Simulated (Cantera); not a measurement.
Input: 1 mol Si, 6.3 mol HF, held at 1175 K and 20.0 mbar.

Method: chemical equilibrium by Gibbs-energy minimisation in Cantera with the NASA 1993 tables (ideal gas, pure condensed phases). Candidate condensed phases: Si; 25 gas species. Rates play no part.

Base state: HF 0.434, H2 0.377, SiF4 0.189 (mole fractions); condensed: gas only.

Q: What changes in the equilibrium state with this change: 0.31 mol Cl2 added?

A: 
| species | before | after |
|---|---|---|
| HF | 0.434 | 0.410 |
| H2 | 0.377 | 0.301 |
| SiF4 | 0.189 | 0.178 |
| HCl | 0 | 0.111 |
